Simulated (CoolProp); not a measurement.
Vapour-liquid equilibrium of benzene (1) + octamethylcyclotetrasiloxane (D4) (2) at 3.02 bar; x and y are mole fractions of (1).

The numbers come from the multi-fluid Helmholtz-energy mixture model, Thol 2012 and Thol 2015; pair parameters Bell 2016 in CoolProp.

### Question
Give the bubble temperature and the first vapour's composition at x = 0.25, 0.35, 0.65. Is there an azeotrope?

### Answer
x = 0.25: 456.1 K, y = 0.670; x = 0.35: 442.1 K, y = 0.796; x = 0.65: 413.6 K, y = 0.950. No azeotrope shows between x = 0.05 and 0.95.

The pair parameters rest on a limited set of measurements; away from them the model extrapolates.
